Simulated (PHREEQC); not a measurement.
0.071 g of hydrous ferric oxide (600 m²/g; 0.2 weak and 0.005 strong sites per Fe, Dzombak-Morel constants, diffuse double layer) in 1 kg of water with 0.005 mol/kgw of an inert sodium salt and 5.6e-06 mol NaH2PO4 and 5.4e-05 mol ZnCl2, at 25 °C; the pH is set by adding NaOH or the inert anion's acid. O2 is buffered at 0.21 atm. The system is closed to CO2. Precipitation was switched off in this run.

The numbers come from PHREEQC with the ion-association model, wateq4f.dat.

```
pH   P sorbed (%)  Zn sorbed (%)  surface charge σ (C/m²)  surface potential ψ (mV)
---  ------------  -------------  -----------------------  ------------------------
4           100.0            0.0                    0.174                       190
5           100.0            0.5                    0.084                       154
5.5         100.0            ___                    0.056                       133
6           100.0            6.9                    0.035                       110
7           100.0           39.4                    0.015                        69
8             ___           90.9                      ___                        40
8.5          97.5            ___                    0.003                        16
9            83.2            ___                   -0.002                       -10
10            8.0           97.8                   -0.012                       -60
```

Question: Some entries are withheld; supply them.

Answer: 
- 5.5, Zn sorbed (%): 2.6
- 8, P sorbed (%): 99.6
- 8, surface charge σ (C/m²): 0.007
- 8.5, Zn sorbed (%): 97.4
- 9, Zn sorbed (%): 98.4

Complexes and solids missing from the database can't appear. H3PO4, which wateq4f.dat lacks, is added to it with the constant of phreeqc.dat. The database has no phosphate complexes of Zn.
